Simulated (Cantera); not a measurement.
Input (Python, Cantera) and output of one run.

```python
import numpy as np
import cantera as ct

gas_names = [...]  # 139 gases of nasa_gas.yaml made of C, H, N, O, Ta
cond_names = """
    C(gr) C6H6(L) C7H8(L) C8H18(L),n-octa H2O(s) H2O(L) Ta(cr) Ta(L) TaC(s) TaC(L) Ta2O5(s) Ta2O5(L)
""".split()


# ... load() reads the species with a 1 bar reference pressure and builds the phases ...
atoms = {
    'Ta': {'Ta': 1},
    'O2': {'O': 2},
    'N2': {'N': 2},
    'CH4': {'C': 1, 'H': 4},
}
top_T = {'C(gr)': 4500}  # K; cautious upper limits of use, not melting points


# ... equilibrate(T, P, feed) seeds the gas with the atoms and calls Mixture.equilibrate('TP', solver="vcs", rtol=1e-11, max_steps=5000) ...
results = []
feed = {'Ta': 1, 'O2': 4.3, 'N2': 4.6, 'CH4': 0.001}  # mol
P = 13332.2  # Pa
for T in [1800, 1850, 1900, 1950, 2000, 2050, 2100, 2150, 2200, 2250, 2300, 2350, 2400, 2450]:
    mix = equilibrate(T, P, feed)
    results.append((T, P, feed, dict(zip(mix.species_names, mix.species_moles))))

top = {s: max(r[3][s] / sum(r[3][g] for g in gas_names) for r in results) for s in gas_names}
cols = sorted((s for s in top if top[s] > 0.0001), key=lambda s: -top[s])[:5]
seen = [c for c in cond_names if any(r[3].get(c, 0) > 1e-12 for r in results)]
print("log10 of partial pressures in bar; condensed amounts in mol")
print(f"{'T/K':>10s}" + "".join(f"{s[:9]:>10s}" for s in cols + seen))
for T, P, feed, n in results:
    ng = sum(n[g] for g in gas_names)
    print(f"{T:10.4g}" + "".join(f"{np.log10(max(n[s] / ng * P / 1e5, 1e-99)):10.3f}" for s in cols)
          + "".join(f"{n.get(c, 0):10.4g}" for c in seen))
```

Result:

```
log10 of partial pressures in bar; condensed amounts in mol
       T/K        N2        O2        NO         O        OH  Ta2O5(s)  Ta2O5(L)
      1800    -1.098    -1.278    -3.178    -4.554    -5.069       0.5         0
      1850    -1.098    -1.278    -3.107    -4.354    -4.951       0.5         0
      1900    -1.099    -1.279    -3.040    -4.165    -4.843       0.5         0
      1950    -1.099    -1.280    -2.976    -3.985    -4.743       0.5         0
      2000    -1.100    -1.281    -2.915    -3.815    -4.654       0.5         0
      2050    -1.100    -1.282    -2.858    -3.653    -4.573       0.5         0
      2100    -1.101    -1.283    -2.804    -3.498    -4.502         0       0.5
      2150    -1.102    -1.285    -2.752    -3.351    -4.441         0       0.5
      2200    -1.103    -1.287    -2.703    -3.211    -4.389         0       0.5
      2250    -1.104    -1.289    -2.656    -3.078    -4.347         0       0.5
      2300    -1.105    -1.292    -2.612    -2.950    -4.313         0       0.5
      2350    -1.106    -1.295    -2.570    -2.828    -4.288         0       0.5
      2400    -1.107    -1.299    -2.530    -2.711    -4.271         0    0.4999
      2450    -1.109    -1.303    -2.493    -2.600    -4.261         0    0.4999
```

Method: chemical equilibrium by Gibbs-energy minimisation in Cantera with the NASA 1993 tables (ideal gas, pure condensed phases).
